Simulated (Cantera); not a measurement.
Feed: 1 mol CF4, 0.09 mol HCl, equilibrated at 2725 K and 450 Pa.

These are equilibrium values from Cantera (NASA tables, ideal gas, pure condensed phases), not measurements of a reactor. Candidate condensed phases: C, C6H6, C7H8, C8H18; 118 gas species. Rates play no part.

Base state: F 0.818, CF2 0.0804, CF 0.0502, Cl 0.0237, HF 0.0236, C3 0.00272, C 0.000630, C2 0.000261 (mole fractions); condensed: C(graphite).

Question: What changes in the equilibrium state with this change: HCl from 0.09 to 0.12 mol?

Answer: 
| species | before | after |
|---|---|---|
| F | 0.818 | 0.806 |
| CF2 | 0.0804 | 0.0781 |
| CF | 0.0502 | 0.0495 |
| Cl | 0.0237 | 0.0313 |
| HF | 0.0236 | 0.0312 |
| H | 8.93e-5 | 0.000120 |
| CF4 | 3.81e-5 | 3.59e-5 |
| CF3 | 0.000194 | 0.000185 |
| C(graphite), mol | 0.467 | 0.474 |
